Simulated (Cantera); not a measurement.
**Gas activation for diamond growth**

An isothermal, constant-pressure homogeneous reactor starts with 1.38 % CH4, 98.6 % H2, at 1775 K and 20.0 Torr.

Computed with Cantera and GRI-Mech 3.0 (53 species, 325 reactions). GRI-Mech 3.0 stops at C3 and has no aromatics, soot or wall deposition, so with more carbon than oxygen in the feed, carbon stays in small species such as C2H2 where larger ones or solid carbon would form. Radical loss at walls, strong at low pressure, is not modelled.

```json
[
 {"t (s)": "0.000100", "x CH4": "0.0138", "x H2": "0.986", "x C2H2": "<1e-12", "x H": "3.29e-6", "x C2H4": "4.59e-12", "x CH3": "1.18e-6", "x C2H6": "2.14e-12"},
 {"t (s)": "0.000301", "x CH4": "0.0138", "x H2": "0.986", "x C2H2": "<1e-12", "x H": "1.03e-5", "x C2H4": "1.03e-10", "x CH3": "3.16e-6", "x C2H6": "3.76e-11"},
 {"t (s)": "0.000903", "x CH4": "0.0138", "x H2": "0.986", "x C2H2": "5.41e-11", "x H": "3.13e-5", "x C2H4": "2.57e-9", "x CH3": "9.09e-6", "x C2H6": "5.97e-10"},
 {"t (s)": "0.00271", "x CH4": "0.0138", "x H2": "0.986", "x C2H2": "5.13e-9", "x H": "9.43e-5", "x C2H4": "6.43e-8", "x CH3": "2.68e-5", "x C2H6": "6.95e-9"},
 {"t (s)": "0.00816", "x CH4": "0.0137", "x H2": "0.986", "x C2H2": "5.41e-7", "x H": "0.000282", "x C2H4": "1.31e-6", "x CH3": "7.93e-5", "x C2H6": "5.88e-8"},
 {"t (s)": "0.0245", "x CH4": "0.0135", "x H2": "0.985", "x C2H2": "3.47e-5", "x H": "0.000788", "x C2H4": "1.01e-5", "x CH3": "0.000218", "x C2H6": "3.25e-7"},
 {"t (s)": "0.0737", "x CH4": "0.0123", "x H2": "0.985", "x C2H2": "0.000558", "x H": "0.00147", "x C2H4": "1.80e-5", "x CH3": "0.000368", "x C2H6": "6.49e-7"},
 {"t (s)": "0.221", "x CH4": "0.00891", "x H2": "0.987", "x C2H2": "0.00225", "x H": "0.00161", "x C2H4": "1.19e-5", "x CH3": "0.000294", "x C2H6": "3.87e-7"},
 {"t (s)": "0.665", "x CH4": "0.00472", "x H2": "0.989", "x C2H2": "0.00439", "x H": "0.00168", "x C2H4": "6.21e-6", "x CH3": "0.000162", "x C2H6": "1.14e-7"},
 {"t (s)": "2.00", "x CH4": "0.00188", "x H2": "0.990", "x C2H2": "0.00584", "x H": "0.00174", "x C2H4": "4.77e-6", "x CH3": "6.66e-5", "x C2H6": "1.89e-8"}
]
```
x: mole fraction; the columns are a selection and need not sum to one.

Equilibrium at this temperature and pressure: CH4 0.000150, H2 0.991, C2H2 0.00672, H 0.00178, C2H4 4.92e-6, CH3 5.44e-6, C2H6 1.92e-10 (gas phase only).
